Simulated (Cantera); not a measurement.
**Premixed flame**

A freely propagating, adiabatic, planar premixed flame of CH₄ : H₂ : O₂ : N₂ = 1 : 0.076 : 1.7 : 4.42 (molar parts), equivalence ratio 1.2, unburnt at 675 K and 5.00 bar; mixture-averaged transport, grid criteria slope 0.08 and curve 0.16, no radiation.

Cantera simulation using GRI-Mech 3.0 (53 species, 325 reactions); the numbers are that mechanism's predictions, not measurements. Burning velocities carry a grid error of a few per cent, more on coarse grids.

```tsv
z (mm)	T (K)	u (m/s)	x CH₄	x H₂	x O₂	x HCN	x HCO	x NO₂
-0.178	675	1.72	0.139	0.0120	0.236	<1e-8	<1e-8	<1e-8
-0.119	678	1.73	0.138	0.0148	0.235	<1e-8	<1e-8	<1e-8
-0.0892	689	1.77	0.137	0.0184	0.234	2.78e-8	<1e-8	3.01e-8
-0.0595	768	1.99	0.129	0.0256	0.226	3.07e-7	<1e-8	2.26e-7
-0.0297	1246	3.30	0.0910	0.0380	0.181	3.81e-6	2.61e-6	4.43e-7
-0.0149	1722	4.64	0.0505	0.0445	0.127	1.01e-5	3.49e-5	1.86e-7
0	2157	5.89	0.0140	0.0464	0.0676	2.15e-5	9.16e-5	4.15e-8
0.0149	2375	6.50	0.00173	0.0420	0.0305	2.67e-5	5.54e-5	2.10e-8
0.0297	2447	6.68	0.000133	0.0379	0.0155	1.69e-5	9.92e-6	2.65e-8
0.0595	2506	6.80	7.46e-7	0.0361	0.00795	3.71e-6	4.90e-7	3.38e-8
0.119	2569	6.94	<1e-8	0.0355	0.00535	2.59e-7	3.11e-7	3.78e-8
0.238	2630	7.08	<1e-8	0.0342	0.00364	<1e-8	2.26e-7	4.28e-8
0.476	2670	7.17	<1e-8	0.0333	0.00252	<1e-8	1.75e-7	5.10e-8
```
x: mole fraction of selected species; z is measured from the peak of heat release.

```json
{
 "laminar_burning_velocity": "172 cm/s",
 "thermal_thickness": "0.0595 mm",
 "peak x(HCN)": "2.72e-5",
 "peak x(HCO)": "9.31e-5",
 "grid_points": "163"
}
```
